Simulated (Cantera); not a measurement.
Feed: 1 mol CF₄, 0.05 mol F₂, a varied amount of H₂, at 2800 °C and 100 Torr.

Cantera equilibrium calculation (NASA polynomials, part measured and part estimated; ideal gas, pure solids and liquids). Candidate condensed phases: C, C₆H₆, C₇H₈, C₈H₁₈; 95 gas species. Equilibrium is a limit: real reactors are often held back by kinetics, nucleation or transport.

Task: Which condensed phases are stable at each of these points (n(H₂) (mol)): 2.4, 3.1, 4.1, 5.4, 7, 9.2, 12, 16?

Result: 
```csv
n(H₂) (mol),condensed phases,C condensed (%)
2.4,C(graphite),86.6
3.1,C(graphite),77.5
4.1,C(graphite),63.2
5.4,C(graphite),44.1
7,C(graphite),20.3
9.2,gas only,0.0
12,gas only,0.0
16,gas only,0.0
```

From 2.4 mol H₂ to 7 mol H₂ the condensed part is C(graphite). From 9.2 mol H₂ to 16 mol H₂ nothing is condensed.
